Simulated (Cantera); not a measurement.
Charge: 1 mol TiO2, 1.8 mol Cl2, 1.5 mol H2, at 0.0100 bar.

Method: chemical equilibrium by Gibbs-energy minimisation in Cantera with the NASA 1993 tables (ideal gas, pure condensed phases). Candidate condensed phases: H2O, Ti, TiCl2, TiCl3, TiCl4, TiO, TiO2, Ti2O3, Ti3O5, Ti4O7; 23 gas species. Equilibrium is a limit: real reactors are often held back by kinetics, nucleation or transport.

Task: At 1425 °C, list the 4 most abundant gas species with their mole fractions, and the condensed phases.

Result: HCl 0.835, Cl 0.154, Cl2 0.00660, H2O 0.00211. Condensed: TiO2(rutile).
